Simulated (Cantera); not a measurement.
A perfectly stirred reactor is fed with CH₄ : N₂ = 1 : 1.1 (molar parts), at 0.0263 atm; it is held at 1900 K, and followed from long to short residence time.

Computed with Cantera and GRI-Mech 3.0 (53 species, 325 reactions). GRI-Mech 3.0 stops at C3 and has no aromatics, soot or wall deposition, so with more carbon than oxygen in the feed, carbon stays in small species such as C2H2 where larger ones or solid carbon would form. Radical loss at walls, strong at low pressure, is not modelled.

```json
[
 {"quantity": "x(CH₄) at τ = 1.80 s", "before": "0.00884", "after": "0.00351"},
 {"quantity": "x(C₂H₂) at τ = 1.80 s", "before": "0.158", "after": "0.0548"},
 {"quantity": "x(H) at τ = 1.80 s", "before": "0.00224", "after": "0.00103"},
 {"quantity": "x(HCN) at τ = 1.80 s", "before": "0.000178", "after": "0.000365"},
 {"quantity": "x(C₂H) at τ = 1.80 s", "before": "9.74e-6", "after": "4.45e-6"},
 {"quantity": "x(CH₄) at τ = 57.0 ms", "before": "0.0790", "after": "0.0335"},
 {"quantity": "x(C₂H₂) at τ = 57.0 ms", "before": "0.131", "after": "0.0400"},
 {"quantity": "x(H) at τ = 57.0 ms", "before": "0.00116", "after": "0.000439"},
 {"quantity": "x(HCN) at τ = 57.0 ms", "before": "6.52e-6", "after": "1.11e-5"},
 {"quantity": "x(C₂H) at τ = 57.0 ms", "before": "4.97e-6", "after": "1.87e-6"}
]
```

**Question.** Name the change that produced these shifts.
(A) pressure from 0.0263 atm to 0.365 atm
(B) N2 1.1 to 6.8 parts
(C) pressure from 0.0263 atm to 1.00 atm
(D) temperature 1900 to 1498 K

**Answer.** B, N2 1.1 to 6.8 parts
